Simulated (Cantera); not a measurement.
Input (Python, Cantera) and output of one run.

```python
import numpy as np
import cantera as ct

gas_names = [...]  # 118 gases of nasa_gas.yaml made of C, Cl, F, H
cond_names = """
    C(gr) C6H6(L) C7H8(L) C8H18(L),n-octa
""".split()


# ... load() reads the species with a 1 bar reference pressure and builds the phases ...
atoms = {
    'CF4': {'C': 1, 'F': 4},
    'HCl': {'H': 1, 'CL': 1},
    'H2': {'H': 2},
}
top_T = {'C(gr)': 4500}  # K; cautious upper limits of use, not melting points


# ... equilibrate(T, P, feed) seeds the gas with the atoms and calls Mixture.equilibrate('TP', solver="vcs", rtol=1e-11, max_steps=5000) ...
results = []
T = 1398  # K
P = 40000  # Pa
for m in [0.011, 0.016, 0.023, 0.033, 0.049, 0.072, 0.1, 0.15, 0.22, 0.33, 0.48, 0.7]:
    feed = {'CF4': 1, 'HCl': m, 'H2': 0.079}  # mol
    mix = equilibrate(T, P, feed)
    results.append((T, P, feed, dict(zip(mix.species_names, mix.species_moles))))

top = {s: max(r[3][s] / sum(r[3][g] for g in gas_names) for r in results) for s in gas_names}
cols = sorted((s for s in top if top[s] > 0.0001), key=lambda s: -top[s])[:9]
seen = [c for c in cond_names if any(r[3].get(c, 0) > 1e-12 for r in results)]
print("log10 of partial pressures in bar; condensed amounts in mol")
print(f"{'n(HCl)':>10s}" + "".join(f"{s[:9]:>10s}" for s in cols + seen))
for T, P, feed, n in results:
    ng = sum(n[g] for g in gas_names)
    print(f"{feed['HCl']:10.4g}" + "".join(f"{np.log10(max(n[s] / ng * P / 1e5, 1e-99)):10.3f}" for s in cols)
          + "".join(f"{n.get(c, 0):10.4g}" for c in seen))
```

It prints:

```
log10 of partial pressures in bar; condensed amounts in mol
    n(HCl)       CF4        HF       HCL       CL2     CCLF3        CL    CCL2F2     C(gr)
     0.011    -0.471    -1.236    -2.756    -3.547    -2.962    -3.326    -5.507   0.04022
     0.016    -0.474    -1.231    -2.614    -3.276    -2.829    -3.191    -5.238    0.0407
     0.023    -0.478    -1.222    -2.480    -3.026    -2.707    -3.066    -4.990   0.04145
     0.033    -0.483    -1.210    -2.349    -2.792    -2.594    -2.949    -4.758   0.04264
     0.049    -0.492    -1.192    -2.208    -2.551    -2.481    -2.828    -4.522   0.04471
     0.072    -0.505    -1.167    -2.071    -2.333    -2.381    -2.719    -4.310   0.04791
       0.1    -0.520    -1.140    -1.953    -2.160    -2.306    -2.633    -4.145   0.05197
      0.15    -0.545    -1.099    -1.808    -1.964    -2.227    -2.535    -3.961   0.05943
      0.22    -0.579    -1.053    -1.670    -1.796    -2.169    -2.451    -3.811      0.07
      0.33    -0.628    -1.000    -1.526    -1.640    -2.127    -2.373    -3.679   0.08658
      0.48    -0.690    -0.950    -1.398    -1.514    -2.110    -2.310    -3.584    0.1089
       0.7    -0.770    -0.904    -1.278    -1.407    -2.117    -2.257    -3.517    0.1408
```

Method: chemical equilibrium by Gibbs-energy minimisation in Cantera with the NASA 1993 tables (ideal gas, pure condensed phases). Gases not in the tables: C2F6 and larger saturated fluorocarbons.
